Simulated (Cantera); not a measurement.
Source: NASA polynomial tables (part measured, part estimated), evaluated in Cantera. Values are per mole of reaction as written; species without (g) are pure solids or liquids, kept so even where they would boil at 1 bar.

11 C2H5OH(g) + 5 Cu → CO(g) + 7 C3H8(g) + 5 Cu(OH)2, with ΔH° = -510.4 kJ and ΔS° = -619.3 J/K at 300 K.

**Question.** How far is the shortcut ΔG° ≈ ΔH°(300 K) − T·ΔS°(300 K) from the full temperature-dependent value at 373, 398, 423, 448, 473 K?

**Answer.** 
| T (K) | shortcut (kJ) | full (kJ) | difference (kJ) | difference in log10 K |
|---|---|---|---|---|
| 373 | -279.4 | -280.8 | 1.4 | -0.20 |
| 398 | -263.9 | -266.4 | 2.5 | -0.33 |
| 423 | -248.4 | -252.3 | 3.9 | -0.48 |
| 448 | -232.9 | -238.4 | 5.5 | -0.64 |
| 473 | -217.4 | -224.7 | 7.3 | -0.80 |
The shortcut ignores the heat-capacity change of the reaction.
